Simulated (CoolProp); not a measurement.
Vapour-liquid equilibrium of R113 (1) + benzene (2) at 324.3 K; x and y are mole fractions of (1).

The numbers come from the multi-fluid Helmholtz-energy mixture model, Marx 1992 and Thol 2012; pair parameters Bell 2016 in CoolProp.

| x | bubble pressure (MPa) | y at the bubble point | dew pressure at overall composition x (MPa) | liquid density (mol/L) |
|---|---|---|---|---|
| 0.05 | 0.04628 | 0.219 | (withheld) | (withheld) |
| 0.2 | 0.06470 | 0.511 | 0.04541 | 10.12 |
| 0.35 | 0.07719 | 0.645 | 0.05324 | 9.649 |
| 0.5 | 0.08693 | 0.736 | 0.06377 | (withheld) |
| 0.65 | 0.09548 | 0.814 | 0.07769 | (withheld) |
| 0.8 | 0.1035 | 0.891 | 0.09394 | 8.447 |
| 0.95 | 0.1113 | 0.972 | 0.1093 | 8.108 |

Some entries are withheld; supply them.


- 0.05, dew pressure at overall composition x (MPa): 0.03948
- 0.05, liquid density (mol/L): 10.64
- 0.5, liquid density (mol/L): 9.214
- 0.65, liquid density (mol/L): 8.814

No azeotrope shows between x = 0.05 and 0.95.

Pair parameters are fitted to limited data, so mixtures are less certain than the pure fluids.
